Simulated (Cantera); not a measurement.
A perfectly stirred reactor is fed with CH3OH : O2 : N2 = 1 : 1.36 : 5.13 (molar parts), equivalence ratio 1.1, at 7.99 atm; it is adiabatic with a 573 K inlet, and is followed from long to short residence time, starting on the burning branch (τ in s: 0.03, 0.017, 0.01, 0.0059, 0.0035, 0.002, 0.0012, 0.0007, 0.00041, 0.00024, 0.00014, 8.2e-05).

Computed with Cantera and GRI-Mech 3.0 (53 species, 325 reactions). GRI-Mech 3.0 was tuned for natural gas; its chemistry of methanol as a main component is partial and can be far from experiment.

One state of this run: T (K) = 2377; x CH3OH = 3.47e-6; x O2 = 0.00189; x CO = 0.0282; x CH2CO = 8.82e-9; x OH = 0.00340; x O = 0.000191; x CH4 = 1.50e-6. x: mole fraction; the columns are a selection and need not sum to one.

Problem. Which value of τ (s) does it belong to?
(A) 0.0035
(B) 0.0059
(C) 0.017
(D) 0.0020

Solution. A, 0.0035
